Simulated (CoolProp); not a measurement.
The fluid at 283 K and 0.0921 MPa is compressed adiabatically to 0.268 MPa with isentropic efficiency 0.8. The same conditions are run with several fluids, on thermodynamics alone (safety and materials aside).

Model: reference Helmholtz-energy equation of state of each fluid (R114: Platzer 1990; propyne: Polt 1992; C2F6 (R116): Lemmon 2006; R142b: Lemmon 2006; R507A: Lemmon 2003), in CoolProp. The equations of Platzer and Polt are older, rougher fits. Blends and air are pseudo-pure fits.

| fluid | work (kJ/kg) | final temperature (K) | final density (kg/m³) |
|---|---|---|---|
| R114 | 18.1 | 312.4 | 19.1 |
| propyne | 82.5 | 338.1 | 3.94 |
| C2F6 (R116) | 23.4 | 314.4 | 14.5 |
| R142b | 31.7 | 323.8 | 10.6 |
| R507A | 32.7 | 322.6 | 10.2 |
